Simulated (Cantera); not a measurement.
A closed system holds: 1 mol MgO, 0.016 mol N₂, at 1 atm.

These are equilibrium values from Cantera (NASA tables, ideal gas, pure condensed phases), not measurements of a reactor. Candidate condensed phases: Mg, MgO; 13 gas species. Equilibrium is a limit: real reactors are often held back by kinetics, nucleation or transport.

x: gas mole fraction; n: condensed amount in mol.

```json
[
 {"T (K)": "1800", "x N₂": "1.000", "x Mg": "5.88e-7", "x NO": "5.75e-7", "x O₂": "3.17e-9", "x O": "6.80e-9", "x MgO": "2.56e-10", "n MgO(s)": "1.00"},
 {"T (K)": "1875", "x N₂": "1.000", "x Mg": "1.78e-6", "x NO": "1.71e-6", "x O₂": "1.72e-8", "x O": "3.13e-8", "x MgO": "1.48e-9", "n MgO(s)": "1.00"},
 {"T (K)": "1950", "x N₂": "1.000", "x Mg": "4.93e-6", "x NO": "4.65e-6", "x O₂": "8.07e-8", "x O": "1.27e-7", "x MgO": "7.43e-9", "n MgO(s)": "1.00"},
 {"T (K)": "2025", "x N₂": "1.000", "x Mg": "1.28e-5", "x NO": "1.16e-5", "x O₂": "3.34e-7", "x O": "4.64e-7", "x MgO": "3.31e-8", "n MgO(s)": "1.00"},
 {"T (K)": "2100", "x N₂": "1.000", "x Mg": "3.11e-5", "x NO": "2.71e-5", "x O₂": "1.23e-6", "x O": "1.53e-6", "x MgO": "1.32e-7", "n MgO(s)": "1.00"},
 {"T (K)": "2175", "x N₂": "1.000", "x Mg": "7.16e-5", "x NO": "5.89e-5", "x O₂": "4.04e-6", "x O": "4.60e-6", "x MgO": "4.80e-7", "n MgO(s)": "1.000"},
 {"T (K)": "2250", "x N₂": "1.000", "x Mg": "0.000157", "x NO": "0.000120", "x O₂": "1.20e-5", "x O": "1.27e-5", "x MgO": "1.60e-6", "n MgO(s)": "1.000"},
 {"T (K)": "2325", "x N₂": "0.999", "x Mg": "?", "x NO": "?", "x O₂": "?", "x O": "?", "x MgO": "?", "n MgO(s)": "1.000"},
 {"T (K)": "2400", "x N₂": "0.999", "x Mg": "0.000670", "x NO": "0.000427", "x O₂": "8.23e-5", "x O": "7.82e-5", "x MgO": "1.40e-5", "n MgO(s)": "1.000"},
 {"T (K)": "2475", "x N₂": "0.998", "x Mg": "0.00131", "x NO": "0.000748", "x O₂": "0.000192", "x O": "0.000176", "x MgO": "3.75e-5", "n MgO(s)": "1.000"},
 {"T (K)": "2550", "x N₂": "0.995", "x Mg": "0.00247", "x NO": "0.00126", "x O₂": "0.000419", "x O": "0.000375", "x MgO": "9.47e-5", "n MgO(s)": "1.000"},
 {"T (K)": "2625", "x N₂": "0.992", "x Mg": "?", "x NO": "?", "x O₂": "?", "x O": "?", "x MgO": "?", "n MgO(s)": "1.000"},
 {"T (K)": "2700", "x N₂": "0.985", "x Mg": "0.00804", "x NO": "0.00319", "x O₂": "0.00169", "x O": "0.00147", "x MgO": "0.000515", "n MgO(s)": "1.000"},
 {"T (K)": "2775", "x N₂": "0.974", "x Mg": "0.0139", "x NO": "0.00484", "x O₂": "0.00316", "x O": "0.00274", "x MgO": "0.00112", "n MgO(s)": "1.000"}
]
```

**Question.** Fill in the missing entries.

**Answer.** 
- 2625, x Mg: 0.00452
- 2625, x NO: 0.00204
- 2625, x O₂: 0.000863
- 2625, x O: 0.000761
- 2625, x MgO: 0.000226
- 2325, x Mg: 0.000331
- 2325, x NO: 0.000233
- 2325, x O₂: 3.28e-5
- 2325, x O: 3.26e-5
- 2325, x MgO: 4.90e-6
